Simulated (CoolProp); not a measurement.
Saturation properties of CH2F2 (R32).

The numbers come from the reference Helmholtz-energy equation of state, Tillner-Roth 1997 in CoolProp.

| T (K) | p (bar) | liquid density (kg/m³) | vapour density (kg/m³) | liquid cp (kJ/(kg K)) | liquid conductivity (mW/(m K)) |
|---|---|---|---|---|---|
| 240.7 | [?] | 1158 | 6.930 | 1.625 | 180 |
| 246 | 3.071 | 1142 | 8.536 | [?] | 176 |
| 251.4 | 3.796 | 1126 | 10.46 | 1.655 | [?] |
| 256.7 | 4.630 | 1109 | 12.68 | 1.673 | 167 |
| 262 | 5.597 | 1092 | [?] | 1.693 | 163 |
| 267.4 | 6.735 | 1075 | 18.31 | 1.717 | 159 |
| 272.7 | 8.014 | 1057 | 21.77 | 1.743 | 155 |
| 278 | 9.471 | 1038 | 25.77 | [?] | 151 |

Question: Complete the blanks.

Answer: 
- 240.7, p (bar): 2.469
- 246, liquid cp (kJ/(kg K)): 1.639
- 251.4, liquid conductivity (mW/(m K)): 172
- 262, vapour density (kg/m³): 15.26
- 278, liquid cp (kJ/(kg K)): 1.772

It boils at 221.5 K under 1 atm.

Thermal conductivity comes from a separate model (Huber 2003), an estimate that may be off by 10 % or more.
